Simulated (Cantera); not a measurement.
## Ignition delay

Mixture: CO : H₂ : CH₄ : O₂ : N₂ = 1 : 0.032 : 0.17 : 1.82 : 4.74 (molar parts), equivalence ratio 0.47, at 1000000 Pa, adiabatic and at constant volume. Ignition delay is the time to a rise of 400 K.

Detailed kinetics in Cantera: GRI-Mech 3.0 (53 species, 325 reactions).

| T0 (K) | delay (ms) |
|---|---|
| 1150 | 0.647 |
| 1200 | 0.343 |
| 1250 | 0.199 |
| 1300 | 0.124 |
| 1350 | 0.0811 |
| 1400 | 0.0550 |

* **apparent activation energy between 1300 and 1400 K**: 120 kJ/mol
